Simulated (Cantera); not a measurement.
Input: 1 mol Si3N4, 0.083 mol C, 1.7 mol N2, at 2598 K and 5.70 Torr.

Equilibrium computed with Cantera from the NASA thermochemical tables; the gas is ideal and each condensed phase is pure. Candidate condensed phases: C, Si, SiC, Si3N4; 20 gas species. The tables' values for SiN are old estimates; treat these amounts as uncertain. Kinetics and transport are ignored.

Base state: N2 0.559, Si 0.422, Si2C 0.00911, Si2 0.00432, SiN 0.00240, SiC2 0.00162, Si2N 0.000668, Si3 0.000240 (mole fractions); condensed: gas only.

**Question.** What changes in the equilibrium state with this change: C from 0.083 to 0.0059 mol?

**Answer.** 
```tsv
species	before	after
N2	0.559	0.555
Si	0.422	0.436
Si2	0.00432	0.00461
Si2C	0.00911	0.000841
SiC2	0.00162	1.25e-5
CN	0.000205	1.77e-5
SiC	3.31e-5	2.96e-6
Si3	0.000240	0.000265
Si2N	0.000668	0.000710
```

**Question.** What changes in the equilibrium state with this change: temperature from 2598 K to 2775 K?

**Answer.** 
```json
[
 {"species": "N2", "before": "0.559", "after": "0.554"},
 {"species": "Si", "before": "0.422", "after": "0.433"},
 {"species": "Si2C", "before": "0.00911", "after": "0.00381"},
 {"species": "C", "before": "8.49e-6", "after": "8.48e-5"},
 {"species": "Si3", "before": "0.000240", "after": "3.09e-5"},
 {"species": "CN", "before": "0.000205", "after": "0.000886"}
]
```
